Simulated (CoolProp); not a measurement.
A single-stage vapour-compression cycle with sulfur dioxide: evaporating at 319.15 K (dew point), condensing at 366.15 K (bubble point), superheat 10 K, subcooling 0 K, compressor efficiency 0.75, no pressure losses. Each further row changes one setting.

Computed with CoolProp (reference Helmholtz-energy equation of state, Gao 2016).

| case | cooling COP | pressure ratio | discharge temperature (K) | refrigerating effect (kJ/kg) | volumetric capacity (kJ/m³) |
|---|---|---|---|---|---|
| as stated | 4.06 | 3.19 | 438.9 | 271 | 5250 |
| evaporating temperature 324.15 K | 4.69 | 2.77 | … | 272 | 6050 |
| condensing temperature 361.15 K | 4.65 | 2.87 | 427.7 | 279 | 5410 |
| subcooling 5 K | 4.18 | 3.19 | 438.9 | 279 | 5410 |
| superheat 20 K | 4.01 | 3.19 | 451.8 | … | … |
| compressor efficiency 0.65 | 3.52 | 3.19 | 451.3 | 271 | 5250 |

Problem. Some entries are withheld; supply them.

Solution. 
- evaporating temperature 324.15 K, discharge temperature (K): 430.5
- superheat 20 K, refrigerating effect (kJ/kg): 278
- superheat 20 K, volumetric capacity (kJ/m³): 5180
